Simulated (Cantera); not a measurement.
A closed system holds: 1 mol Si, 0.022 mol CO2, 52 mol N2, at 1.33 mbar.

Equilibrium computed with Cantera from the NASA thermochemical tables; the gas is ideal and each condensed phase is pure. Candidate condensed phases: C, Si, SiC, SiO2, Si2N2O, Si3N4; 34 gas species. N2 is the only nitrogen source here; it is nearly inert below about 1500 K, so the nitride shown seldom forms there in practice. Mutual solubility and eutectic melting of coexisting phases are not modelled. Equilibrium is a limit: real reactors are often held back by kinetics, nucleation or transport.

**Question.** What share of the Si ends up in condensed phases as a function of T (K), at 1073, 1173, 1273, 1373, 1473, 1573, 1673, 1773, 1873?

**Answer.** 
| T (K) | Si condensed (%) | as |
|---|---|---|
| 1073 | 100.0 | Si2N2O(s) + Si3N4(s) |
| 1173 | 100.0 | Si2N2O(s) + Si3N4(s) |
| 1273 | 100.0 | SiC(s) + Si2N2O(s) + Si3N4(s) |
| 1373 | 100.0 | SiC(s) + Si2N2O(s) + Si3N4(s) |
| 1473 | 99.5 | SiC(s) + Si2N2O(s) + Si3N4(s) |
| 1573 | 97.0 | SiC(s) + Si3N4(s) |
| 1673 | 94.4 | SiC(s) + Si3N4(s) |
| 1773 | 86.7 | Si(l) + SiC(s) |
| 1873 | 58.0 | Si(l) + SiC(s) |
